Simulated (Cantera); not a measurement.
Input: 1 mol Cu, 2.3 mol CO, 49 mol H2, at 1775 K and 10.0 mbar.

These are equilibrium values from Cantera (NASA tables, ideal gas, pure condensed phases), not measurements of a reactor. Candidate condensed phases: C, C6H6, C7H8, C8H18, Cu, CuO, Cu(OH)2, Cu2O, H2O; 113 gas species. Rates play no part.

Base state: H2 0.934, CO 0.0439, Cu 0.0191, H 0.00280, Cu2 1.55e-5 (mole fractions); condensed: gas only.

### Question
What changes in the equilibrium state with this change: pressure from 10.0 mbar to 0.133 bar?

### Answer
```json
[
 {"species": "H2", "before": "0.934", "after": "0.951"},
 {"species": "CO", "before": "0.0439", "after": "0.0447"},
 {"species": "Cu", "before": "0.0191", "after": "0.00303"},
 {"species": "H", "before": "0.00280", "after": "0.000773"},
 {"species": "CH4", "before": "5.19e-7", "after": "1.19e-5"},
 {"species": "H2O", "before": "1.87e-6", "after": "1.56e-5"},
 {"species": "Cu2", "before": "1.55e-5", "after": "5.20e-6"},
 {"species": "Cu(l), mol", "before": "0", "after": "0.844"}
]
```

### Question
What changes in the equilibrium state with this change: temperature from 1775 K to 748.15 K?

### Answer
```json
[
 {"species": "H2", "before": "0.934", "after": "0.932"},
 {"species": "CH4", "before": "5.19e-7", "after": "0.0241"},
 {"species": "H2O", "before": "1.87e-6", "after": "0.0213"},
 {"species": "CO", "before": "0.0439", "after": "0.0200"},
 {"species": "Cu", "before": "0.0191", "after": "<1e-9"},
 {"species": "H", "before": "0.00280", "after": "<1e-9"},
 {"species": "CO2", "before": "2.36e-8", "after": "0.00284"},
 {"species": "Cu2", "before": "1.55e-5", "after": "<1e-9"},
 {"species": "Cu(s), mol", "before": "0", "after": "1.00"}
]
```
